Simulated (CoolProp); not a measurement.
Vapour-liquid equilibrium of acetone (1) + cyclohexane (2) at 529 kPa; x and y are mole fractions of (1).

Model: multi-fluid Helmholtz-energy mixture model, Lemmon 2006 and Zhou 2014; pair parameters Bell 2016, in CoolProp.

| x | bubble temperature, mixture model (°C) | bubble temperature, Raoult's law (°C) | y, mixture model | y, Raoult's law |
|---|---|---|---|---|
| 0.05 | 137.8 | 145.2 | 0.204 | 0.098 |
| 0.125 | 128.5 | 141.7 | 0.377 | 0.228 |
| 0.2 | 123.1 | 138.4 | 0.473 | 0.342 |
| 0.275 | 119.7 | 135.4 | 0.534 | 0.441 |
| 0.35 | 117.5 | 132.6 | 0.578 | 0.529 |
| 0.425 | 115.9 | 129.9 | 0.613 | 0.607 |
| 0.5 | 114.8 | 127.5 | 0.645 | 0.676 |
| 0.575 | 113.9 | 125.2 | 0.678 | 0.739 |
| 0.65 | 113.2 | 123.0 | 0.713 | 0.795 |
| 0.725 | 112.7 | 120.9 | 0.753 | 0.847 |
| 0.8 | 112.5 | 119.0 | 0.800 | 0.894 |
| 0.875 | 112.7 | 117.1 | 0.860 | 0.936 |
| 0.95 | 113.4 | 115.4 | 0.936 | 0.976 |

The largest gap from Raoult's law is -15.7 K in bubble temperature, at x = 0.275. y crosses x between x = 0.8 and 0.875: the model has an azeotrope there.

Pair parameters are fitted to limited data, so mixtures are less certain than the pure fluids.
